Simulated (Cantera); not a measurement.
Input: 1 mol SiH2Cl2, 31 mol N2, at 1330 Pa.

These are equilibrium values from Cantera (NASA tables, ideal gas, pure condensed phases), not measurements of a reactor. Candidate condensed phases: NH4Cl, Si, Si3N4; 28 gas species. N2 is the only nitrogen source here; it is nearly inert below about 1500 K, so the nitride shown seldom forms there in practice. The tables' values for SiCl3 are old estimates; treat these amounts as uncertain. Equilibrium is a limit: real reactors are often held back by kinetics, nucleation or transport.

log p: log10 of the partial pressure in bar; n: condensed amount in mol.

```tsv
T (K)	log p N2	log p HCl	log p H2	log p SiCl2	log p SiCl4	log p SiCl3	log p SiHCl3	n Si3N4(s)
1100	-1.90	-3.21	-3.98	?	-4.29	-6.15	-6.89	0.291
1150	-1.90	-3.21	-4.00	?	-4.31	-5.83	-6.79	0.292
1200	-1.90	-3.20	-4.01	?	-4.34	-5.53	-6.70	0.292
1250	-1.90	-3.20	-4.01	?	-4.37	-5.28	-6.63	0.291
1300	-1.90	-3.20	-4.01	?	-4.44	-5.06	-6.59	0.287
1350	-1.90	-3.21	-3.99	?	-4.56	-4.90	-6.57	0.278
1400	-1.90	-3.23	-3.94	?	-4.75	-4.82	-6.62	0.262
```

Q: Some entries are withheld; supply them.

A: 
- 1100, log p SiCl2: -6.87
- 1150, log p SiCl2: -6.30
- 1200, log p SiCl2: -5.79
- 1250, log p SiCl2: -5.32
- 1300, log p SiCl2: -4.91
- 1350, log p SiCl2: -4.55
- 1400, log p SiCl2: -4.26
